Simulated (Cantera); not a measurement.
Cantera run, input and output.

```python
import numpy as np
import cantera as ct

gas = ct.Solution("gri30.yaml")


def delay(T, t_max=10):
    gas.TPX = T, 100000, {'CO': 1, 'H2': 0.17, 'CH4': 0.17, 'O2': 1.38, 'N2': 5.19}
    reactor = ct.IdealGasConstPressureReactor(gas, clone=False)
    net = ct.ReactorNet([reactor])
    net.rtol, net.atol = 1e-8, 1e-16
    while net.time < t_max:
        t_old, T_old = net.time, reactor.T
        net.step()
        if reactor.T > T + 400:  # ignition: a rise of 400 K
            return t_old + (T + 400 - T_old) / (reactor.T - T_old) * (net.time - t_old)
    return np.nan


taus = []
for T in [923, 998, 1073, 1148, 1223, 1298, 1373, 1448, 1523]:
    taus.append(delay(T))
    print(f"T0 = {T:6g} K   tau = {taus[-1]:.4e} s")
```

Output:

```
T0 =    923 K   tau = 2.4038e-02 s
T0 =    998 K   tau = 3.9682e-03 s
T0 =   1073 K   tau = 1.3311e-03 s
T0 =   1148 K   tau = 5.8827e-04 s
T0 =   1223 K   tau = 3.1304e-04 s
T0 =   1298 K   tau = 1.9346e-04 s
T0 =   1373 K   tau = 1.3401e-04 s
T0 =   1448 K   tau = 1.0051e-04 s
T0 =   1523 K   tau = 7.9898e-05 s
```

Detailed kinetics in Cantera: GRI-Mech 3.0 (53 species, 325 reactions). Below about 1000 K GRI-Mech 3.0 lacks low-temperature oxidation paths. Below about 950 K walls govern HO2 and H2O2 in real vessels.
